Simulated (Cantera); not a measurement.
Charge: 1 mol AlCl3, 0.73 mol H2O, a varied amount of N2, at 700 °C and 3.40 mbar.

Cantera equilibrium calculation (NASA polynomials, part measured and part estimated; ideal gas, pure solids and liquids). Candidate condensed phases: Al, AlCl3, AlN, Al2O3, H2O, NH4Cl; 45 gas species. Condensed phases not in the tables: AlOCl. Kinetics and transport are ignored.

Question: At 3.2 mol N2, list the 3 most abundant gas species with their mole fractions, and the condensed phases.

Answer: N2 0.619, HCl 0.282, AlCl3 0.0992. Condensed: Al2O3(s).
